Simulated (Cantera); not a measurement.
Cantera run, input and output.

```python
import numpy as np
import cantera as ct

gas = ct.Solution("gri30.yaml")
gas.TPX = 1148, 780000, {'CO': 0.025, 'O2': 0.0095, 'H2O': 0.072, 'N2': 1}
inlet = ct.Reservoir(gas, clone=True)

reactor = ct.IdealGasConstPressureReactor(gas, energy="off", clone=False)
exhaust = ct.Reservoir(gas, clone=True)
tau = [0.43, 0.18, 0.072, 0.03, 0.012, 0.005, 0.002, 0.00084, 0.00034][0]
for a, b in ((inlet, reactor), (reactor, exhaust)):
    ct.MassFlowController(a, b, mdot=lambda t: reactor.mass / tau)
net = ct.ReactorNet([reactor])
show = ['CO', 'O2', 'H2O', 'O', 'H2O2']

rows = []
print(f"{'tau/s':>10s}{'T/K':>9s}" + "".join(f"{s:>11s}" for s in show))
for tau in [0.43, 0.18, 0.072, 0.03, 0.012, 0.005, 0.002, 0.00084, 0.00034]:
    net.initial_time = 0.0
    net.advance(30 * tau)
    before = gas.X
    net.advance(40 * tau)
    drift = np.max(np.abs(gas.X - before) / (gas.X + 1e-9))
    rows.append([gas.T, *gas[show].X, drift])
    print(f"{tau:10.3e}{gas.T:9.1f}" + "".join(f"{x:11.3e}" for x in gas[show].X))
```

Output:

```
     tau/s      T/K         CO         O2        H2O          O       H2O2
 4.300e-01   1148.0  5.947e-03  6.663e-04  6.473e-02  4.971e-08  8.810e-08
 1.800e-01   1148.0  7.871e-03  1.482e-03  6.497e-02  1.146e-07  2.726e-07
 7.200e-02   1148.0  1.087e-02  2.910e-03  6.502e-02  2.282e-07  6.770e-07
 3.000e-02   1148.0  1.441e-02  4.641e-03  6.499e-02  3.680e-07  1.232e-06
 1.200e-02   1148.0  1.792e-02  6.360e-03  6.496e-02  5.050e-07  1.772e-06
 5.000e-03   1148.0  2.030e-02  7.510e-03  6.497e-02  5.841e-07  2.011e-06
 2.000e-03   1148.0  2.167e-02  8.154e-03  6.501e-02  5.907e-07  1.882e-06
 8.400e-04   1148.0  2.227e-02  8.430e-03  6.504e-02  5.055e-07  1.361e-06
 3.400e-04   1148.0  2.253e-02  8.553e-03  6.506e-02  2.535e-07  3.748e-07
```

Model: GRI-Mech 3.0 (53 species, 325 reactions), integrated in Cantera.
